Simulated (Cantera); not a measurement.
Input: 1 mol CH₃F, 4.1 mol H₂, 0.0086 mol CH₄, held at 90.0 Torr.

These are equilibrium values from Cantera (NASA tables, ideal gas, pure condensed phases), not measurements of a reactor. Candidate condensed phases: C, C₆H₆, C₇H₈, C₈H₁₈; 95 gas species. Equilibrium is a limit: real reactors are often held back by kinetics, nucleation or transport.

At 2348 K, list the 5 most abundant gas species with their mole fractions, and the condensed phases.

H₂ 0.803, HF 0.161, H 0.0319, C₂H₂ (acetylene) 0.00439, CH₄ 1.51e-5. Condensed: C(graphite).
